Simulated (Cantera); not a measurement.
Cantera run:

```python
import numpy as np
import cantera as ct

gas_names = """
    CL CLO CL2 H HCL HOCL HO2 H2 H2O H2O2 O OH O2 O3 Sr SrCL SrCL2 SrO SrOH SrO2H2
""".split()
cond_names = """
    H2O(s) H2O(L) Sr(a) Sr(b) Sr(L) SrCL2(a) SrCL2(b) SrCL2(L) SrO(s) SrO(L) SrO2H2(s) SrO2H2(L)
""".split()


# ... load() reads the species with a 1 bar reference pressure and builds the phases ...
atoms = {
    'SrCl2': {'Sr': 1, 'CL': 2},
    'H2O': {'H': 2, 'O': 1},
    'H2': {'H': 2},
}
top_T = {}  # K; cautious upper limits of use, not melting points


# ... equilibrate(T, P, feed) seeds the gas with the atoms and calls Mixture.equilibrate('TP', solver="vcs", rtol=1e-11, max_steps=5000) ...
results = []
feed = {'SrCl2': 1, 'H2O': 0.43, 'H2': 14}  # mol
P = 13332.2  # Pa
for T in [898, 998, 1098, 1198, 1298, 1398, 1498]:
    mix = equilibrate(T, P, feed)
    results.append((T, P, feed, dict(zip(mix.species_names, mix.species_moles))))

top = {s: max(r[3][s] / sum(r[3][g] for g in gas_names) for r in results) for s in gas_names}
cols = sorted((s for s in top if top[s] > 1e-05), key=lambda s: -top[s])[:5]
seen = [c for c in cond_names if any(r[3].get(c, 0) > 1e-12 for r in results)]
print("log10 of partial pressures in bar; condensed amounts in mol")
print(f"{'T/K':>10s}" + "".join(f"{s[:9]:>10s}" for s in cols + seen))
for T, P, feed, n in results:
    ng = sum(n[g] for g in gas_names)
    print(f"{T:10.4g}" + "".join(f"{np.log10(max(n[s] / ng * P / 1e5, 1e-99)):10.3f}" for s in cols)
          + "".join(f"{n.get(c, 0):10.4g}" for c in seen))
```

Output:

```
log10 of partial pressures in bar; condensed amounts in mol
       T/K        H2       H2O     SrCL2       HCL         H  SrCL2(a)  SrCL2(b)  SrCL2(L)    SrO(s)
       898    -0.888    -2.401   -10.692    -6.552   -10.405         1         0         0 1.518e-05
       998    -0.888    -2.401    -8.725    -5.716    -9.111    0.9999         0         0 0.0001042
      1098    -0.888    -2.401    -7.171    -5.054    -8.051         0    0.9995         0 0.0004782
      1198    -0.888    -2.403    -5.933    -4.527    -7.165         0         0    0.9983  0.001607
      1298    -0.888    -2.405    -4.930    -4.101    -6.414         0         0    0.9944  0.004286
      1398    -0.889    -2.411    -4.084    -3.742    -5.769         0         0    0.9813  0.009814
      1498    -0.890    -2.423    -3.363    -3.437    -5.210         0         0    0.9329   0.01986
```

Method: chemical equilibrium by Gibbs-energy minimisation in Cantera with the NASA 1993 tables (ideal gas, pure condensed phases). Mutual solubility and eutectic melting of coexisting phases are not modelled. Condensed phases not in the tables: oxide chlorides.
